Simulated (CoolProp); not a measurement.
The numbers come from the reference Helmholtz-energy equation of state, Span 2000 in CoolProp.

Task: Give the vapour pressure (bar), liquid cp (kJ/(kg K)), surface tension (mN/m), liquid viscosity (µPa s) of saturated nitrogen at -163.85 °C.

Result: 
```tsv
T (°C)	p (bar)	liquid cp (kJ/(kg K))	surface tension (mN/m)	liquid viscosity (µPa s)
-163.85	14.1	2.70	2.37	57.2
```

Viscosity comes from a separate model (Lemmon 2004). Surface tension comes from a separate correlation (Mulero 2012).
